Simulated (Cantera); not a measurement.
What does this Cantera script print?

```python
import numpy as np
import cantera as ct

gas = ct.Solution("h2o2.yaml")
gas.TPX = 1400, 99000, {'H2': 1.7, 'O2': 1, 'N2': 18}
inlet = ct.Reservoir(gas, clone=True)

reactor = ct.IdealGasConstPressureReactor(gas, energy="off", clone=False)
exhaust = ct.Reservoir(gas, clone=True)
tau = [0.44, 0.12, 0.033, 0.0091, 0.0025, 0.00069, 0.00019][0]
for a, b in ((inlet, reactor), (reactor, exhaust)):
    ct.MassFlowController(a, b, mdot=lambda t: reactor.mass / tau)
net = ct.ReactorNet([reactor])
show = ['H2', 'O2', 'H2O', 'OH', 'H', 'HO2']

rows = []
print(f"{'tau/s':>10s}{'T/K':>9s}" + "".join(f"{s:>11s}" for s in show))
for tau in [0.44, 0.12, 0.033, 0.0091, 0.0025, 0.00069, 0.00019]:
    net.initial_time = 0.0
    net.advance(30 * tau)
    before = gas.X
    net.advance(40 * tau)
    drift = np.max(np.abs(gas.X - before) / (gas.X + 1e-9))
    rows.append([gas.T, *gas[show].X, drift])
    print(f"{tau:10.3e}{gas.T:9.1f}" + "".join(f"{x:11.3e}" for x in gas[show].X))
```

Output:

```
     tau/s      T/K         H2         O2        H2O         OH          H        HO2
 4.400e-01   1400.0  2.005e-04  7.592e-03  8.530e-02  2.192e-04  2.222e-05  1.234e-06
 1.200e-01   1400.0  4.625e-04  7.686e-03  8.494e-02  3.362e-04  7.868e-05  2.084e-06
 3.300e-02   1400.0  1.030e-03  7.924e-03  8.414e-02  5.123e-04  2.678e-04  3.002e-06
 9.100e-03   1400.0  2.173e-03  8.470e-03  8.248e-02  7.707e-04  8.538e-04  3.849e-06
 2.500e-03   1400.0  4.240e-03  9.584e-03  7.920e-02  1.136e-03  2.468e-03  4.704e-06
 6.900e-04   1400.0  7.498e-03  1.157e-02  7.341e-02  1.613e-03  6.194e-03  5.734e-06
 1.900e-04   1400.0  1.219e-02  1.471e-02  6.434e-02  2.164e-03  1.299e-02  7.022e-06
```

Computed with Cantera and the H2/O2 subset of GRI-Mech 3.0, which has no nitrogen chemistry. The temperature is held fixed by assumption; the heat of reaction is taken as removed at once.
